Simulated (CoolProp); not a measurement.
Vapour-liquid equilibrium of propylene (1) + propane (2) at -46.55 °C; x and y are mole fractions of (1).

Model: multi-fluid Helmholtz-energy mixture model, Lemmon 2013 and Lemmon 2009; pair parameters Bell 2016, in CoolProp.

```csv
x,"bubble pressure, mixture model (MPa)","bubble pressure, Raoult's law (MPa)","y, mixture model","y, Raoult's law"
0.05,0.08473,0.08413,0.069,0.063
0.15,0.08805,0.08647,0.195,0.184
0.25,0.09108,0.08881,0.310,0.299
0.35,0.09384,0.09114,0.415,0.408
0.45,0.09635,0.09348,0.513,0.512
0.55,0.09864,0.09582,0.606,0.610
0.65,0.1007,0.09816,0.695,0.704
0.75,0.1026,0.1005,0.782,0.794
0.85,0.1042,0.1028,0.869,0.879
0.95,0.1057,0.1052,0.956,0.961
```

The largest gap from Raoult's law is +3.1 % in bubble pressure, at x = 0.45. No azeotrope shows between x = 0.05 and 0.95.

The pair parameters rest on a limited set of measurements; away from them the model extrapolates.
